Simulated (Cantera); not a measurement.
A freely propagating, adiabatic, planar premixed flame of C₃H₈ : O₂ : N₂ = 1 : 5.75 : 25 (molar parts), unburnt at 625 K and 1000000 Pa; mixture-averaged transport, grid criteria slope 0.08 and curve 0.16, no radiation.

Detailed kinetics in Cantera: GRI-Mech 3.0 (53 species, 325 reactions). GRI-Mech 3.0 was tuned for natural gas; its chemistry of propane as a main component is partial and can be far from experiment. Burning velocities carry a grid error of a few per cent, more on coarse grids.

Q: Predict: laminar burning velocity; thermal thickness; peak x(HCO); peak x(CH₂); peak x(H); peak x(C₂H₂).

A: laminar burning velocity: 61.4 cm/s
thermal thickness: 0.0552 mm
peak x(HCO): 2.70e-5
peak x(CH₂): 2.03e-5
peak x(H): 0.00146
peak x(C₂H₂): 0.000585
